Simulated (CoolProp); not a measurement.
Normal hydrogen at 314.47 K and 1.27 MPa flows at 0.081 m/s in a round tube of 50 mm bore and 45 µm roughness, fully developed (64/Re and Nu = 3.66 if laminar; Colebrook and Gnielinski if turbulent). Each further row changes one setting.

The numbers come from the reference Helmholtz-energy equation of state, Leachman 2009 in CoolProp.

```csv
case,Reynolds number,Darcy friction factor,pressure drop (Pa/m),heat-transfer coefficient (W/(m² K)),mass flow (kg/h)
as stated,[?],[?],[?],14.3,[?]
velocity 0.162 m/s,852,0.0751,[?],14.3,[?]
diameter 100 mm,852,0.0751,[?],7.14,[?]
```

Complete the blanks.


- as stated, Reynolds number: 426
- as stated, Darcy friction factor: 0.150
- as stated, pressure drop (Pa/m): 0.00958
- as stated, mass flow (kg/h): 0.557
- velocity 0.162 m/s, pressure drop (Pa/m): 0.0192
- velocity 0.162 m/s, mass flow (kg/h): 1.11
- diameter 100 mm, pressure drop (Pa/m): 0.00240
- diameter 100 mm, mass flow (kg/h): 2.23

Viscosity comes from a separate model (Muzny 2013). Thermal conductivity comes from a separate model (Assael 2011).
